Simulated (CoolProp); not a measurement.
Vapour-liquid equilibrium of n-hexane (1) + p-xylene (2) at 346.7 K; x and y are mole fractions of (1).

Model: multi-fluid Helmholtz-energy mixture model, Thol 2019 and Zhou 2012; pair parameters Bell 2016, in CoolProp.

Task: Give the bubble pressure and the first vapour's composition at x = 0.15, 0.35, 0.55. Is there an azeotrope?

Result: x = 0.15: 31.96 kPa, y = 0.670; x = 0.35: 54.47 kPa, y = 0.844; x = 0.55: 74.23 kPa, y = 0.915. No azeotrope shows between x = 0.05 and 0.95.

Pair parameters are fitted to limited data, so mixtures are less certain than the pure fluids.
